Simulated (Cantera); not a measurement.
A perfectly stirred reactor is fed with CH4 : H2 = 1 : 2.7 (molar parts), at 0.132 atm; it is held at 1650 K, and followed from long to short residence time.

Detailed kinetics in Cantera: GRI-Mech 3.0 (53 species, 325 reactions). GRI-Mech 3.0 stops at C3 and has no aromatics, soot or wall deposition, so with more carbon than oxygen in the feed, carbon stays in small species such as C2H2 where larger ones or solid carbon would form.

```tsv
quantity	before	after
x(CH4) at τ = 2.90 s	0.0435	0.270
x(H2) at τ = 2.90 s	0.867	0.730
x(C2H6) at τ = 2.90 s	5.92e-6	1.36e-8
x(CH2) at τ = 2.90 s	4.69e-8	<1e-12
x(C2H2) at τ = 2.90 s	0.0884	<1e-12
x(CH4) at τ = 76.0 ms	0.193	0.270
x(H2) at τ = 76.0 ms	0.776	0.730
x(C2H6) at τ = 76.0 ms	8.47e-5	1.32e-12
x(CH2) at τ = 76.0 ms	1.24e-7	<1e-12
x(C2H2) at τ = 76.0 ms	0.0286	<1e-12
```

Q: What was changed between the two runs?
(A) temperature 1650 to 1025 K
(B) CH4 1 to 0.6 parts
(C) CH4 1 to 0.14 parts
(D) temperature 1650 to 1550 K

A: A, temperature 1650 to 1025 K
